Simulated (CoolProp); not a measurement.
Aqueous potassium formate as a coolant, 41 % by mass, freezing at -36.7 °C, 1 atm.

Model: Melinder's fits for secondary coolants, in CoolProp.

| T (°C) | cp (kJ/(kg K)) | density (kg/m³) | Prandtl number | conductivity (W/(m K)) |
|---|---|---|---|---|
| -32 | 2.760 | 1288 | 71.0 | 0.454 |
| -22.9 | 2.778 | 1286 | 44.7 | 0.464 |
| -13.9 | 2.794 | 1283 | 30.4 | 0.475 |
| -4.9 | 2.810 | 1280 | 22.0 | 0.485 |
| 4.2 | 2.826 | 1276 | 16.7 | 0.496 |
| 13.2 | 2.842 | 1272 | 13.3 | 0.506 |
| 22.3 | 2.858 | 1268 | 10.9 | 0.517 |
| 31.3 | 2.875 | 1264 | 9.09 | 0.527 |
